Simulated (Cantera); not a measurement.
An isothermal, constant-pressure homogeneous reactor starts with 1.00 % C₂H₆, 99.0 % N₂, at 1000 K and 101000 Pa.

Computed with Cantera and GRI-Mech 3.0 (53 species, 325 reactions). GRI-Mech 3.0 stops at C3 and has no aromatics, soot or wall deposition, so with more carbon than oxygen in the feed, carbon stays in small species such as C2H2 where larger ones or solid carbon would form.

### Question
Predict: x(C₂H₆) at 4.00 s; x(CH₃) at 4.00 s; x(C₂H₂) at 4.00 s; x(CH₄) at 4.00 s.

### Answer
```json
{
 "x(C₂H₆) at 4.00 s": "0.00281 (gas-phase equilibrium 6.99e-6)",
 "x(CH₃) at 4.00 s": "3.13e-8 (gas-phase equilibrium 7.80e-9)",
 "x(C₂H₂) at 4.00 s": "0.000237 (gas-phase equilibrium 0.000594)",
 "x(CH₄) at 4.00 s": "0.000210 (gas-phase equilibrium 0.0107)"
}
```
